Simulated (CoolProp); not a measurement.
Saturation properties of m-xylene.

Model: reference Helmholtz-energy equation of state, Zhou 2012, in CoolProp.

```tsv
T (K)	p (bar)	vapour density (kg/m³)	liquid cp (kJ/(kg K))	liquid conductivity (mW/(m K))
301	0.01315	0.05589	1.720	129
324.7	0.04479	0.1769	?	123
348.5	0.1259	0.4658	1.881	117
372.2	0.3019	?	?	111
396	0.6422	2.138	2.055	105
419.7	1.234	3.949	?	99.1
443.5	2.191	6.814	2.241	93.8
467.2	3.636	11.11	2.341	89.0
491	5.727	17.41	2.451	84.7
514.7	8.608	26.48	2.576	81.0
538.5	12.49	39.69	2.734	77.9
562.2	17.54	?	2.961	75.5
```

Problem. Some entries are withheld; supply them.

Solution. 
- 324.7, liquid cp (kJ/(kg K)): 1.799
- 372.2, vapour density (kg/m³): 1.055
- 372.2, liquid cp (kJ/(kg K)): 1.966
- 419.7, liquid cp (kJ/(kg K)): 2.146
- 562.2, vapour density (kg/m³): 59.44

It boils at 412.2 K under 1 atm.

Thermal conductivity comes from a separate model (Mylona 2014).
